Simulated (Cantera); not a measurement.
A Cantera script and what it prints.

```python
import numpy as np
import cantera as ct

gas_names = [...]  # 139 gases of nasa_gas.yaml made of C, H, N, O, Ti
cond_names = """
    C(gr) C6H6(L) C7H8(L) C8H18(L),n-octa H2O(s) H2O(L) Ti(a) Ti(b) Ti(L) TiC(s) TiC(L) TiN(s) TiN(L)
    TiO(a) TiO(b) TiO(L) TiO2(ru) TiO2(L) Ti2O3(a) Ti2O3(b) Ti2O3(L) Ti3O5(a) Ti3O5(b) Ti3O5(L) Ti4O7(s)
    Ti4O7(L)
""".split()


# ... load() reads the species with a 1 bar reference pressure and builds the phases ...
atoms = {
    'Ti(NMe2)4': {'Ti': 1, 'C': 8, 'H': 24, 'N': 4},
    'O2': {'O': 2},
    'H2': {'H': 2},
}
top_T = {'C(gr)': 4500}  # K; cautious upper limits of use, not melting points


# ... equilibrate(T, P, feed) seeds the gas with the atoms and calls Mixture.equilibrate('TP', solver="vcs", rtol=1e-11, max_steps=5000) ...
results = []
feed = {'Ti(NMe2)4': 1, 'O2': 0.065, 'H2': 41}  # mol
P = 12  # Pa
for T in [1423, 1473, 1523, 1573, 1623, 1673, 1723, 1773, 1823, 1873, 1923, 1973, 2023, 2073]:
    mix = equilibrate(T, P, feed)
    results.append((T, P, feed, dict(zip(mix.species_names, mix.species_moles))))

top = {s: max(r[3][s] / sum(r[3][g] for g in gas_names) for r in results) for s in gas_names}
cols = sorted((s for s in top if top[s] > 1e-06), key=lambda s: -top[s])[:6]
seen = [c for c in cond_names if any(r[3].get(c, 0) > 1e-12 for r in results)]
print("log10 of partial pressures in bar; condensed amounts in mol")
print(f"{'T/K':>10s}" + "".join(f"{s[:9]:>10s}" for s in cols + seen))
for T, P, feed, n in results:
    ng = sum(n[g] for g in gas_names)
    print(f"{T:10.4g}" + "".join(f"{np.log10(max(n[s] / ng * P / 1e5, 1e-99)):10.3f}" for s in cols)
          + "".join(f"{n.get(c, 0):10.4g}" for c in seen))
```

Output:

```
log10 of partial pressures in bar; condensed amounts in mol
       T/K        H2         H        N2       HCN        CO C2H2,acet     C(gr)    TiC(s)
      1423    -3.938    -7.147    -5.362    -7.875    -6.548    -9.403     6.863         1
      1473    -3.938    -6.867    -5.362    -7.711    -6.549    -9.125      6.86         1
      1523    -3.939    -6.606    -5.363    -7.557    -6.549    -8.866     6.856         1
      1573    -3.940    -6.361    -5.364    -7.415    -6.549    -8.625      6.85         1
      1623    -3.941    -6.131    -5.365    -7.281    -6.550    -8.399     6.842         1
      1673    -3.943    -5.915    -5.367    -7.156    -6.550    -8.187     6.831         1
      1723    -3.945    -5.712    -5.369    -7.040    -6.552    -7.989     6.817         1
      1773    -3.950    -5.521    -5.373    -6.931    -6.554    -7.803     6.799         1
      1823    -3.955    -5.341    -5.377    -6.830    -6.557    -7.630     6.776         1
      1873    -3.964    -5.172    -5.383    -6.737    -6.561    -7.470     6.747         1
      1923    -3.976    -5.014    -5.391    -6.652    -6.566    -7.321     6.712    0.9999
      1973    -3.992    -4.866    -5.402    -6.575    -6.574    -7.186      6.67    0.9998
      2023    -4.014    -4.729    -5.415    -6.507    -6.583    -7.063     6.619    0.9994
      2073    -4.043    -4.602    -5.431    -6.448    -6.596    -6.955      6.56    0.9985
```

These are equilibrium values from Cantera (NASA tables, ideal gas, pure condensed phases), not measurements of a reactor. The feed counts by its element totals alone. TiC: taken at fixed stoichiometry.
